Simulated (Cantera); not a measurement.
A Cantera script and what it prints.

```python
import numpy as np
import cantera as ct

gas_names = """
    H HO2 H2 H2O H2O2 O OH O2 O3 Ti TiO TiO2
""".split()
cond_names = """
    H2O(s) H2O(L) Ti(a) Ti(b) Ti(L) TiO(a) TiO(b) TiO(L) TiO2(ru) TiO2(L) Ti2O3(a) Ti2O3(b) Ti2O3(L)
    Ti3O5(a) Ti3O5(b) Ti3O5(L) Ti4O7(s) Ti4O7(L)
""".split()


# ... load() reads the species with a 1 bar reference pressure and builds the phases ...
atoms = {
    'TiO2': {'Ti': 1, 'O': 2},
    'H2': {'H': 2},
}
top_T = {}  # K; cautious upper limits of use, not melting points


# ... equilibrate(T, P, feed) seeds the gas with the atoms and calls Mixture.equilibrate('TP', solver="vcs", rtol=1e-11, max_steps=5000) ...
results = []
feed = {'TiO2': 1, 'H2': 11}  # mol
P = 100000  # Pa
for T in [1098, 1198, 1298, 1398, 1498, 1598, 1698, 1798, 1898, 1998]:
    mix = equilibrate(T, P, feed)
    results.append((T, P, feed, dict(zip(mix.species_names, mix.species_moles))))

top = {s: max(r[3][s] / sum(r[3][g] for g in gas_names) for r in results) for s in gas_names}
cols = sorted((s for s in top if top[s] > 0.001), key=lambda s: -top[s])[:5]
seen = [c for c in cond_names if any(r[3].get(c, 0) > 1e-12 for r in results)]
print("log10 of partial pressures in bar; condensed amounts in mol")
print(f"{'T/K':>10s}" + "".join(f"{s[:9]:>10s}" for s in cols + seen))
for T, P, feed, n in results:
    ng = sum(n[g] for g in gas_names)
    print(f"{T:10.4g}" + "".join(f"{np.log10(max(n[s] / ng * P / 1e5, 1e-99)):10.3f}" for s in cols)
          + "".join(f"{n.get(c, 0):10.4g}" for c in seen))
```

Output:

```
log10 of partial pressures in bar; condensed amounts in mol
       T/K        H2       H2O         H  TiO2(ru)  Ti3O5(b)  Ti4O7(s)
      1098    -0.000    -3.513    -7.607    0.9865         0  0.003377
      1198    -0.000    -2.984    -6.721    0.9543         0   0.01142
      1298    -0.001    -2.533    -5.971    0.8712         0   0.03221
      1398    -0.003    -2.145    -5.327    0.6852         0   0.07869
      1498    -0.007    -1.808    -4.768    0.3158         0    0.1711
      1598    -0.010    -1.643    -4.279         0         0      0.25
      1698    -0.010    -1.643    -3.845         0         0      0.25
      1798    -0.014    -1.519    -3.460         0    0.3333         0
      1898    -0.014    -1.519    -3.114         0    0.3333         0
      1998    -0.014    -1.519    -2.802         0    0.3333         0
```

These are equilibrium values from Cantera (NASA tables, ideal gas, pure condensed phases), not measurements of a reactor. Mutual solubility and eutectic melting of coexisting phases are not modelled. Condensed phases not in the tables: Magnéli phases beyond Ti4O7. Gases not in the tables: TiO(OH)2.
